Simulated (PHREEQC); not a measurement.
# Spent oxide etchant (model solution)

Make-up at 21 °C: 0.056 mol NH4HF2, 0.00036 mol (NH4)2SiF6 and 0.00099 mol H3BO3 per kg of water. It is in equilibrium with CO2 at log p = -3.4 (atm). Otherwise closed; pH follows from the charge balance.

Computed with PHREEQC (ion-association model, phreeqc.dat).

No solid was allowed to form.

### Question
What pH, density, ionic strength does the model give?

### Answer
pH 3.08; density 1.000 g/cm³; ionic strength 0.0581 mol/kgw.

### Question
In which forms is F present?

### Answer
F- 42 %, HF 39 %, HF2- 14 %, BF4- 3.4 %, SiF6-2 1.9 % of the F.

SiF6-2 is the database's only silicon fluoride. Real BF4- forms and hydrolyses slowly; the run takes it at equilibrium.
